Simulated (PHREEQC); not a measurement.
30 mol of Gypsum (CaSO4:2H2O) is brought to equilibrium with 1 kg of water, at 25 °C and several pressures. The system is closed to CO2. The run lets Gypsum precipitate or redissolve, and no other solid.

The numbers come from PHREEQC with the Pitzer model, pitzer.dat.

```
P (atm)  dissolved Ca (mol/kgw)  dissolved S (mol/kgw)
-------  ----------------------  ---------------------
1                        0.0151                 0.0151
50                       0.0160                 0.0160
100                      0.0169                 0.0169
200                      0.0187                 0.0187
300                      0.0206                 0.0206
400                      0.0224                 0.0224
500                      0.0242                 0.0242
600                      0.0259                 0.0259
800                      0.0292                 0.0292
1000                     0.0322                 0.0322
```
